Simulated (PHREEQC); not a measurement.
0.07 g of hydrous ferric oxide (600 m²/g; 0.2 weak and 0.005 strong sites per Fe, Dzombak-Morel constants, diffuse double layer) in 1 kg of water with 0.005 mol/kgw of an inert sodium salt and 6.6e-07 mol/kgw NaF, at 25 °C; the pH is set by adding NaOH or the inert anion's acid. Oxygen alone is held at its pressure in air (log pO2 = -0.68). CO2 from the air is kept out. No solid was allowed to form.

The series has 13 steps of pH, from 4 to 10.

Equilibrium calculation in PHREEQC: ion-association model, wateq4f.dat.

### Question
Near which pH is half of the F sorbed, and on which side is more sorbed?

### Answer
Near pH 5.5, with more sorbed at lower pH.

Complexes and solids missing from the database can't appear.
